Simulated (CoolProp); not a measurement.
Properties of the fluoroketone C6F12O (FK-5-1-12) along the isotherm 368.2 K (Tc = 441.8 K, pc = 18.69 bar, ω = 0.471).

Model: reference Helmholtz-energy equation of state, McLinden 2015, in CoolProp.

```json
[
 {"p (bar)": "7.79", "phase": "liquid", "density (kg/m³)": "1365", "cv (kJ/(kg K))": "0.9435", "Joule-Thomson coefficient (K/MPa)": "0.07537", "isothermal compressibility (1/MPa)": "0.01044", "expansivity (1/kK)": "3.047"},
 {"p (bar)": "15.6", "phase": "liquid", "density (kg/m³)": "1376", "cv (kJ/(kg K))": "0.9423", "Joule-Thomson coefficient (K/MPa)": "0.03463", "isothermal compressibility (1/MPa)": "0.009465", "expansivity (1/kK)": "2.868"},
 {"p (bar)": "23.4", "phase": "liquid", "density (kg/m³)": "1386", "cv (kJ/(kg K))": "0.9413", "Joule-Thomson coefficient (K/MPa)": "0.0008218", "isothermal compressibility (1/MPa)": "0.008671", "expansivity (1/kK)": "2.720"},
 {"p (bar)": "31.2", "phase": "liquid", "density (kg/m³)": "1395", "cv (kJ/(kg K))": "0.9405", "Joule-Thomson coefficient (K/MPa)": "-0.02783", "isothermal compressibility (1/MPa)": "0.008012", "expansivity (1/kK)": "2.593"},
 {"p (bar)": "38.9", "phase": "liquid", "density (kg/m³)": "1403", "cv (kJ/(kg K))": "0.9397", "Joule-Thomson coefficient (K/MPa)": "-0.05219", "isothermal compressibility (1/MPa)": "0.007462", "expansivity (1/kK)": "2.486"},
 {"p (bar)": "46.7", "phase": "liquid", "density (kg/m³)": "1411", "cv (kJ/(kg K))": "0.9391", "Joule-Thomson coefficient (K/MPa)": "-0.07372", "isothermal compressibility (1/MPa)": "0.006984", "expansivity (1/kK)": "2.390"},
 {"p (bar)": "54.5", "phase": "liquid", "density (kg/m³)": "1418", "cv (kJ/(kg K))": "0.9385", "Joule-Thomson coefficient (K/MPa)": "-0.09269", "isothermal compressibility (1/MPa)": "0.006570", "expansivity (1/kK)": "2.306"},
 {"p (bar)": "62.3", "phase": "liquid", "density (kg/m³)": "1426", "cv (kJ/(kg K))": "0.9380", "Joule-Thomson coefficient (K/MPa)": "-0.1095", "isothermal compressibility (1/MPa)": "0.006206", "expansivity (1/kK)": "2.230"},
 {"p (bar)": "70.1", "phase": "liquid", "density (kg/m³)": "1432", "cv (kJ/(kg K))": "0.9376", "Joule-Thomson coefficient (K/MPa)": "-0.1246", "isothermal compressibility (1/MPa)": "0.005885", "expansivity (1/kK)": "2.162"},
 {"p (bar)": "77.9", "phase": "liquid", "density (kg/m³)": "1439", "cv (kJ/(kg K))": "0.9372", "Joule-Thomson coefficient (K/MPa)": "-0.1383", "isothermal compressibility (1/MPa)": "0.005598", "expansivity (1/kK)": "2.101"},
 {"p (bar)": "85.7", "phase": "liquid", "density (kg/m³)": "1445", "cv (kJ/(kg K))": "0.9368", "Joule-Thomson coefficient (K/MPa)": "-0.1506", "isothermal compressibility (1/MPa)": "0.005340", "expansivity (1/kK)": "2.044"},
 {"p (bar)": "93.5", "phase": "liquid", "density (kg/m³)": "1451", "cv (kJ/(kg K))": "0.9365", "Joule-Thomson coefficient (K/MPa)": "-0.1619", "isothermal compressibility (1/MPa)": "0.005108", "expansivity (1/kK)": "1.993"}
]
```
